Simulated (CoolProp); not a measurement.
Properties of hexamethyldisiloxane (MM) along the isobar 5.74 MPa (Tc = 245.6 °C, pc = 1.931 MPa, ω = 0.418).

The numbers come from the reference Helmholtz-energy equation of state, Thol 2016 in CoolProp.

| T (°C) | phase | density (kg/m³) | cp (kJ/(kg K)) | cv (kJ/(kg K)) | Joule-Thomson coefficient (K/MPa) | isothermal compressibility (1/MPa) |
|---|---|---|---|---|---|---|
| 68.05 | liquid | 724.8 | 2.000 | 1.648 | -0.3562 | 0.002687 |
| 87.95 | liquid | 704.1 | 2.053 | 1.698 | -0.3184 | 0.003226 |
| 107.85 | liquid | 682.9 | 2.107 | 1.748 | -0.2747 | 0.003915 |
| 127.75 | liquid | 660.9 | 2.161 | 1.797 | -0.2233 | 0.004812 |
| 147.65 | liquid | 638.1 | 2.215 | 1.846 | -0.1611 | 0.006005 |
| 167.65 | liquid | 614.1 | 2.271 | 1.893 | -0.08347 | 0.007642 |
| 187.55 | liquid | 588.9 | 2.327 | 1.940 | 0.01520 | 0.009927 |
| 207.45 | liquid | 562.1 | 2.385 | 1.986 | 0.1450 | 0.01324 |
| 227.35 | liquid | 533.2 | 2.446 | 2.031 | 0.3213 | 0.01820 |
| 247.25 | supercritical | 501.7 | 2.511 | 2.076 | 0.5689 | 0.02594 |
| 267.15 | supercritical | 467.1 | 2.583 | 2.120 | 0.9261 | 0.03838 |
| 287.15 | supercritical | 428.5 | 2.660 | 2.164 | 1.444 | 0.05869 |
| 307.05 | supercritical | 386.7 | 2.733 | 2.205 | 2.134 | 0.08943 |
| 326.95 | supercritical | 343.4 | 2.777 | 2.244 | 2.879 | 0.1277 |
| 346.85 | supercritical | 302.9 | 2.772 | 2.279 | 3.416 | 0.1614 |
